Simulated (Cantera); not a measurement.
An isothermal, constant-pressure homogeneous reactor starts with NH3 : N2 = 1 : 6.1 (molar parts), at 2400 K and 15000 Pa.

Computed with Cantera and the gas-phase N/H chemistry of the illustrative SiF4/NH3 mechanism in the Surface Chemkin manual (1991). Walls and surfaces, which speed up NH3 decomposition in real reactors, are not modelled.

One state of this run: x NH3 = 0.00554; x N2 = 0.816; x N2H2 = 1.09e-7; x N = 1.19e-5; x NH = 3.32e-5; x N2H4 = 1.52e-10; x H = 0.00178. x: mole fraction; the columns are a selection and need not sum to one.

**Question.** Which value of t (s) does it belong to?
A. 0.0240
B. 0.000517
C. 4.00
D. 1.11

**Answer.** A, 0.0240
